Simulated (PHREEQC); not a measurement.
PHREEQC input (ion-association model, wateq4f.dat):

```
SOLUTION_MASTER_SPECIES
  An  An-  0  An  62.0  # stands for a non-complexing anion
SOLUTION_SPECIES
  An- = An-
    -log_k 0
    -gamma 3.0 0
PHASES
  Fix_H+
    H+ = H+
    -log_k 0
SOLUTION 1
  temp 25
  units mmol/kgw
  pH 7 charge
  Cl 0.78
  Pb 0.39
  Na 1
  An 1
END
SELECTED_OUTPUT 1
  -reset false
  -pH true
  -pe true
  -ionic_strength true
  -water true
  -totals Cl Na Pb
  -molalities Hfo_wOH Hfo_wOH2+ Hfo_wO- Hfo_sOH Hfo_sOH2+ Hfo_sO- Hfo_sOPb+ Hfo_wOPb+
  -saturation_indices Litharge Cotunnite Laurionite Halite
USER_PUNCH 1
  -headings sigma psi
  10 PUNCH EDL("sigma", "Hfo"), EDL("psi", "Hfo")
PRINT
  -reset false
USE solution 1
SURFACE 1
  Hfo_wOH 0.000155056 600 0.069
  Hfo_sOH 3.8764e-06
EQUILIBRIUM_PHASES 1
  Fix_H+ -3 HAn 10
    -force_equality true
  O2(g) -0.68 10
END
# ... the last block is repeated for the other 12 points of pH, with NaOH or the acid as the point needs
```

Selected output (columns that matter, 13 of 13 rows; pH added in front):

```
pH	mu	Na	Pb	m_Hfo_wOH	m_Hfo_wOH2+	m_Hfo_wO-	m_Hfo_sOH	m_Hfo_sOH2+	m_Hfo_sO-	si_Litharge	si_Cotunnite	si_Halite	sigma	psi
3	0.003266	0.001	0.0003887	3.9689e-05	0.00011505	3.1366e-07	6.6024e-07	1.9139e-06	5.2179e-09	-10.249	-5.0396	-7.7492	0.2749	0.22644
3.5	0.002519	0.001	0.0003869	6.7918e-05	8.588e-05	1.2305e-06	3.5075e-07	4.4351e-07	6.3546e-09	-9.239	-5.0235	-7.7431	0.20555	0.21817
4	0.0022761	0.001	0.00038606	8.9503e-05	6.2418e-05	2.9402e-06	7.6807e-08	5.3563e-08	2.5231e-09	-8.2356	-5.018	-7.7409	0.14793	0.20388
4.5	0.0021905	0.001	0.00038475	0.00010347	4.47e-05	5.4872e-06	1.2778e-08	5.5199e-09	6.776e-10	-7.2357	-5.0172	-7.7401	0.10365	0.18661
5	0.0021389	0.001	0.00037739	0.00010838	2.8493e-05	9.4447e-06	2.1471e-09	5.6447e-10	1.8711e-10	-6.2436	-5.0244	-7.7395	0.073783	0.16979
5.5	0.0021026	0.0010416	0.0003551	9.4338e-05	1.0778e-05	1.8916e-05	5.2644e-10	6.0145e-11	1.0556e-10	-5.2709	-5.0507	-7.7211	0.062372	0.16162
6	0.0020747	0.0010999	0.00032899	5.8959e-05	2.164e-06	3.68e-05	1.7867e-10	6.5579e-12	1.1152e-10	-4.3084	-5.0872	-7.6968	0.061468	0.16122
6.5	0.0020483	0.0011467	0.00031113	2.6797e-05	3.1062e-07	5.2957e-05	6.1869e-11	7.1718e-13	1.2227e-10	-3.3472	-5.125	-7.6781	0.061115	0.16125
7	0.0020149	0.0011922	0.00030297	1.0267e-05	3.9202e-08	6.1593e-05	2.1377e-11	8.1626e-14	1.2825e-10	-2.4034	-5.1799	-7.6603	0.059384	0.1602
7.5	0.0019524	0.0012759	0.00030087	4.0041e-06	5.5823e-09	6.5797e-05	8.1327e-12	1.1338e-14	1.3364e-10	-1.5462	-5.3199	-7.6292	0.054386	0.15651
8	0.0018767	0.0014243	0.00030232	2.0379e-06	1.3746e-09	6.9211e-05	4.2103e-12	2.84e-15	1.4299e-10	-0.9449	-5.7148	-7.5791	0.043056	0.14558
8.5	0.0018531	0.0015162	0.00030454	1.2781e-06	5.1838e-10	7.2192e-05	2.7125e-12	1.1001e-15	1.5321e-10	-0.5331	-6.3012	-7.551	0.03093	0.12907
9	0.0018583	0.0015656	0.00030634	8.5173e-07	2.233e-10	7.4425e-05	1.8485e-12	4.8463e-16	1.6152e-10	-0.177	-6.9448	-7.5369	0.021514	0.11071
```

The oxide is taken as insoluble; below pH 4 it would dissolve.
